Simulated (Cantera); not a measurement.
A diamond (100) surface in a fixed gas of H2 with x(CH4) = 0.014, x(H) = 0.00033, x(CH3) = 0.00014, at 998 K; coverages are run to steady state.

Computed with Cantera and the Harris–Goodwin 1993 mechanism for the reconstructed diamond (100) surface.

One state of this run: growth (µm/h) = 5.71; θ c6HH = 0.495; θ c6H* = 0.0143; θ c6*H = 0.294; θ c6** = 0.00571; θ c6HM = 0.139. θ: site fractions in the mechanism's names (c6HH fully hydrogenated, c6H* and c6*H radical sites, c6** diradical, c6HM methylated).

Which value of P (Pa) does it belong to?
A) 13000
B) 2400
C) 770
D) 4200

A, 13000
